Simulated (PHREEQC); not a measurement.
Consider water at 20 °C with 0.0072 mol KH2PO4 and 0.45 mol K2HPO4 per kg of water. Closed to the air; pH follows from the charge balance.

All values are PHREEQC results (ion-association model, phreeqc.dat), not measurements.

Each row changes one thing in this solution. This is a speciation only: nothing precipitates in the calculation.

```
case                                              pH  ionic strength (mol/kgw)  K+ (mol/kgw)  HPO4-2 (mol/kgw)  KHPO4- (mol/kgw)  H2PO4- (mol/kgw)
---------------------------------------------  -----  ------------------------  ------------  ----------------  ----------------  ----------------
as made                                         8.29                      1.19         0.821             0.363            0.0859           0.00771
KH2PO4 replaced by KHSO4 at the same molality   8.28                      1.18         0.820             0.357            0.0845           0.00770
0.35 mol/kgw NaHS added                         8.52                      1.49         0.832             0.339            0.0755           0.00399
K2HPO4 from 0.45 to 0.9 mol/kgw                 8.41                      2.22          1.56             0.653             0.243           0.00901
K2HPO4 from 0.45 to 0.09 mol/kgw                7.85                     0.262         0.180            0.0825           0.00749           0.00722
K2HPO4 replaced by K2CO3 at the same molality  11.30                      1.36         0.907           0.00253          0.000633           5.04e-8
```

The ionic strength passes 0.7 mol/kgw, the rough limit of the ion-association models, in as made; KH2PO4 replaced by KHSO4 at the same molality; 0.35 mol/kgw NaHS added; K2HPO4 from 0.45 to 0.9 mol/kgw; K2HPO4 replaced by K2CO3 at the same molality.
